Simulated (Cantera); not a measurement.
## Boron, boron nitride and boron oxide: BF3 + O2

Charge: 1 mol BF3, 0.18 mol O2, equilibrated at 7600 Pa.

Method: chemical equilibrium by Gibbs-energy minimisation in Cantera with the NASA 1993 tables (ideal gas, pure condensed phases). Candidate condensed phases: B, B2O3; 21 gas species. The numbers say what is thermodynamically allowed, not how fast it happens.

From 702 °C to 1702 °C nothing is condensed. The main B-bearing gas is BF3 throughout.

```csv
T (°C),log p BF3,log p O2,log p F,log p BOF
702,-1.19,-1.94,-9.28,-10.63
802,-1.19,-1.94,-8.27,-9.14
902,-1.19,-1.94,-7.40,-7.99
1002,-1.19,-1.94,-6.63,-7.09
1102,-1.19,-1.94,-5.95,-6.35
1202,-1.19,-1.94,-5.36,-5.72
1302,-1.19,-1.94,-4.84,-5.18
1402,-1.19,-1.94,-4.38,-4.71
1502,-1.19,-1.94,-3.97,-4.29
1602,-1.19,-1.94,-3.60,-3.92
1702,-1.20,-1.94,-3.28,-3.59
```
log p: log10 of the partial pressure in bar; nothing condenses.
